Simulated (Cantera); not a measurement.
Mixture: 5.35 % CO, 0.417 % H₂, 1.60 % CH₄, 11.9 % O₂, 63.1 % N₂, 17.6 % H₂O, at 1050 Torr, adiabatic and at constant pressure. Ignition delay is the time to a rise of 400 K.

Computed with Cantera and GRI-Mech 3.0 (53 species, 325 reactions).

**Question.** Predict: delay at 1298 K; delay at 1348 K; delay at 1398 K; delay at 1448 K; delay at 1498 K; delay at 1548 K; delay at 1598 K; apparent activation energy between 1498 and 1598 K.

**Answer.** 
* **delay at 1298 K**: 1.19 ms
* **delay at 1348 K**: 0.811 ms
* **delay at 1398 K**: 0.571 ms
* **delay at 1448 K**: 0.414 ms
* **delay at 1498 K**: 0.309 ms
* **delay at 1548 K**: 0.238 ms
* **delay at 1598 K**: 0.188 ms
* **apparent activation energy between 1498 and 1598 K**: 99 kJ/mol
